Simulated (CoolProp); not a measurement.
Properties of R1234ze(Z) along the isotherm 4.85 °C (Tc = 150.1 °C, pc = 3.531 MPa, ω = 0.327).

Model: reference Helmholtz-energy equation of state, Akasaka 2019, in CoolProp.

| p (MPa) | phase | density (kg/m³) | fugacity coefficient |
|---|---|---|---|
| 0.118 | liquid | (withheld) | (withheld) |
| 0.235 | liquid | 1277 | 0.3422 |
| 0.353 | liquid | 1277 | 0.2289 |
| 0.471 | liquid | 1277 | 0.1723 |
| 0.588 | liquid | 1278 | 0.1387 |
| 0.706 | liquid | 1278 | 0.1160 |
| 0.824 | liquid | 1278 | 0.09985 |
| 0.942 | liquid | 1279 | (withheld) |
| 1.06 | liquid | 1279 | 0.07833 |
| 1.18 | liquid | 1279 | 0.07069 |
| 1.29 | liquid | 1280 | 0.06494 |
| 1.41 | liquid | 1280 | 0.05969 |
| 1.53 | liquid | 1280 | 0.05526 |
| 1.65 | liquid | 1281 | 0.05148 |
| 1.77 | liquid | 1281 | 0.04821 |

### Question
What belongs in the gaps?

### Answer

- 0.118, density (kg/m³): 1276
- 0.118, fugacity coefficient: 0.6785
- 0.942, fugacity coefficient: 0.08774
